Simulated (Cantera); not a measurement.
A closed system holds: 1 mol Fe2O3, 15 mol HCl, 26 mol N2, equilibrated at 0.660 bar.

Method: chemical equilibrium by Gibbs-energy minimisation in Cantera with the NASA 1993 tables (ideal gas, pure condensed phases). Candidate condensed phases: Fe, FeCl2, FeCl3, FeO, Fe(OH)2, Fe(OH)3, Fe2O3, Fe3O4, H2O, NH4Cl; 37 gas species. Condensed phases not in the tables: FeOCl. The numbers say what is thermodynamically allowed, not how fast it happens.

Q: What share of the Fe ends up in condensed phases as a function of T (°C), at 425, 475, 525, 575, 625, 675, 725, 775, 825, 875, 925, 975, 1025?

A: 
| T (°C) | Fe condensed (%) | as |
|---|---|---|
| 425 | 88.0 | FeCl2(s) + Fe2O3(s) |
| 475 | 87.5 | FeCl2(s) + Fe2O3(s) |
| 525 | 86.5 | Fe2O3(s) |
| 575 | 84.9 | Fe2O3(s) |
| 625 | 82.7 | Fe2O3(s) |
| 675 | 80.0 | Fe2O3(s) |
| 725 | 77.0 | Fe2O3(s) |
| 775 | 73.8 | Fe2O3(s) |
| 825 | 70.2 | Fe2O3(s) |
| 875 | 66.4 | Fe2O3(s) |
| 925 | 62.0 | Fe2O3(s) |
| 975 | 56.7 | Fe2O3(s) |
| 1025 | 50.1 | Fe2O3(s) |
